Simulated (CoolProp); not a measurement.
Model: reference Helmholtz-energy equation of state, Lemmon 2006, in CoolProp. It is a short technical equation, of lower accuracy than the large ones.

Task: Give the vapour pressure (MPa), liquid density (kg/m³), vapour density (kg/m³), liquid cp (kJ/(kg K)) of saturated nitrous oxide at -71.05, -62.35, -27.55 °C.

Result: 
```json
[
 {"T (°C)": "-71.05", "p (MPa)": "0.259", "liquid density (kg/m³)": "1180", "vapour density (kg/m³)": "7.15", "liquid cp (kJ/(kg K))": "1.74"},
 {"T (°C)": "-62.35", "p (MPa)": "0.388", "liquid density (kg/m³)": "1150", "vapour density (kg/m³)": "10.4", "liquid cp (kJ/(kg K))": "1.76"},
 {"T (°C)": "-27.55", "p (MPa)": "1.42", "liquid density (kg/m³)": "1030", "vapour density (kg/m³)": "36.9", "liquid cp (kJ/(kg K))": "1.92"}
]
```
